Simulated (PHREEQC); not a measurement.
A solution holds 0.075 mol CuSO4 and 0.00066 mol H2SO4 per kg of water, at 30 °C. Closed to the air; pH follows from the charge balance.

Computed with PHREEQC (ion-association model, phreeqc.dat).

No solid was allowed to form.

Question: Order these S species by the share of S that they hold, largest first: HSO4-, SO4-2, CuSO4.

Answer: SO4-2 (52 %), CuSO4 (46 %), HSO4- (1.0 %)

The pH is 3.36 and the ionic strength 0.160 mol/kgw. Species that the database lacks are ignored.
